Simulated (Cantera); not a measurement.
## Ignition delay

Mixture: H2 : O2 : N2 = 1 : 0.278 : 1.04 (molar parts), at 100000 Pa, adiabatic and at constant volume. Ignition delay is the time to a rise of 400 K.

Computed with Cantera and the H2/O2 subset of GRI-Mech 3.0, which has no nitrogen chemistry.

```csv
T0 (K),delay (ms)
1000,0.360
1075,0.120
1150,0.0659
1225,0.0425
1300,0.0299
1375,0.0224
1450,0.0178
```
